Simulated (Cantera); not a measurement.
Feed: 1 mol Ta2O5, 0.37 mol CH4, 8.7 mol H2, held at 1850 K and 830 Pa.

Equilibrium computed with Cantera from the NASA thermochemical tables; the gas is ideal and each condensed phase is pure. Candidate condensed phases: C, C6H6, C7H8, C8H18, H2O, Ta, TaC, Ta2O5; 113 gas species. Mutual solubility and eutectic melting of coexisting phases are not modelled. Condensed phases not in the tables: Ta2C, N, O or C dissolved in the metal. Equilibrium is a limit: real reactors are often held back by kinetics, nucleation or transport.

Q: What is the equilibrium state?

A: 
```json
{
 "x(H2)": "0.956",
 "x(CO)": "0.0376",
 "x(H)": "0.00578",
 "x(H2O)": "0.000858",
 "x(CO2)": "8.41e-6",
 "x(TaO2)": "7.47e-6",
 "x(TaO)": "1.46e-6",
 "n(Ta(s))": "0.151 mol",
 "n(Ta2O5(s))": "0.924 mol",
 "gas_amount": "9.839 mol",
 "log10 activity of TaC(s) (absent)": "-0.15",
 "log10 activity of C(graphite) (absent)": "-4.11"
}
```
